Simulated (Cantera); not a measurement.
An isothermal plug-flow reactor at 625 K and 0.987 atm (inlet), inlet velocity 3.4 m/s, active area per volume 290 1/m; feed H₂ : O₂ : N₂ : H₂O = 0.017 : 0.047 : 0.79 : 0.051 (molar parts), equivalence ratio 0.18.

Model: Deutschmann's 1995 Pt surface mechanism with GRI-Mech 3.0 gas chemistry, integrated in Cantera. Catalytic surfaces can have several steady states; this one follows from the mechanism file's or the stated starting coverage. Mass transfer to the wall is taken as infinitely fast.

Question: What does this change do: area per volume 290 to 1100 1/m?

Answer: 
```json
[
 {"quantity": "x(H₂) at z = 0.0089 m", "before": "0.00108", "after": "0.000288"},
 {"quantity": "x(O₂) at z = 0.0089 m", "before": "0.0435", "after": "0.0431"},
 {"quantity": "x(H₂O) at z = 0.0089 m", "before": "0.0747", "after": "0.0756"},
 {"quantity": "θ(free Pt) at the exit", "before": "0.0419", "after": "0.0116"},
 {"quantity": "θ(O*) at the exit", "before": "0.939", "after": "0.978"},
 {"quantity": "θ(OH*) at the exit", "before": "0.0188", "after": "0.0101"}
]
```

Question: What does this change do: temperature 625 to 675 K?

Answer: 
```json
[
 {"quantity": "x(H₂) at z = 0.0089 m", "before": "0.00108", "after": "0.000995"},
 {"quantity": "x(O₂) at z = 0.0089 m", "before": "0.0435", "after": "0.0434"},
 {"quantity": "x(H₂O) at z = 0.0089 m", "before": "0.0747", "after": "0.0748"},
 {"quantity": "θ(free Pt) at the exit", "before": "0.0419", "after": "0.0410"},
 {"quantity": "θ(O*) at the exit", "before": "0.939", "after": "0.946"},
 {"quantity": "θ(OH*) at the exit", "before": "0.0188", "after": "0.0126"}
]
```
